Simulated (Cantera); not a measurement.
An adiabatic, constant-pressure homogeneous reactor starts with CH4 : O2 : N2 = 1 : 0.952 : 10.5 (molar parts), equivalence ratio 2.1, at 1650 K and 100000 Pa. Integrator tolerance rtol = 1e-08.

Model: GRI-Mech 3.0 (53 species, 325 reactions), integrated in Cantera.

What does this change do: initial temperature 1650 to 1273 K?


```csv
quantity,before,after
time of steepest temperature rise,0.918 ms,77.8 ms
temperature at 1.00 s,2157 K,1799 K
equilibrium temperature,2158 K,1798 K
x(CH4) at 1.00 s,1.30e-11 (gas-phase equilibrium 1.48e-11),0.000159 (gas-phase equilibrium 1.88e-10)
x(O2) at 1.00 s,3.31e-7 (gas-phase equilibrium 3.31e-7),1.10e-9 (gas-phase equilibrium 1.09e-9)
x(NO2) at 1.00 s,2.44e-11 (gas-phase equilibrium 2.42e-11),<1e-12 (gas-phase equilibrium <1e-12)
x(HO2) at 1.00 s,1.74e-10 (gas-phase equilibrium 1.74e-10),<1e-12 (gas-phase equilibrium <1e-12)
x(C2H4) at 1.00 s,<1e-12 (gas-phase equilibrium <1e-12),1.51e-7 (gas-phase equilibrium <1e-12)
x(H) at 1.00 s,0.00132 (gas-phase equilibrium 0.00132),0.000107 (gas-phase equilibrium 0.000108)
x(H2O) at 1.00 s,0.0584 (gas-phase equilibrium 0.0584),0.0569 (gas-phase equilibrium 0.0566)
```

What does this change do: initial temperature 1650 to 1600 K?


| quantity | before | after |
|---|---|---|
| time of steepest temperature rise | 0.918 ms | 1.49 ms |
| temperature at 1.00 s | 2157 K | 2110 K |
| equilibrium temperature | 2158 K | 2110 K |
| x(CH4) at 1.00 s | 1.30e-11 (gas-phase equilibrium 1.48e-11) | 1.72e-11 (gas-phase equilibrium 1.96e-11) |
| x(O2) at 1.00 s | 3.31e-7 (gas-phase equilibrium 3.31e-7) | 1.75e-7 (gas-phase equilibrium 1.75e-7) |
| x(NO2) at 1.00 s | 2.44e-11 (gas-phase equilibrium 2.42e-11) | 1.31e-11 (gas-phase equilibrium 1.22e-11) |
| x(HO2) at 1.00 s | 1.74e-10 (gas-phase equilibrium 1.74e-10) | 9.09e-11 (gas-phase equilibrium 9.09e-11) |
| x(C2H4) at 1.00 s | <1e-12 (gas-phase equilibrium <1e-12) | <1e-12 (gas-phase equilibrium <1e-12) |
| x(H) at 1.00 s | 0.00132 (gas-phase equilibrium 0.00132) | 0.00100 (gas-phase equilibrium 0.00100) |
| x(H2O) at 1.00 s | 0.0584 (gas-phase equilibrium 0.0584) | 0.0582 (gas-phase equilibrium 0.0582) |
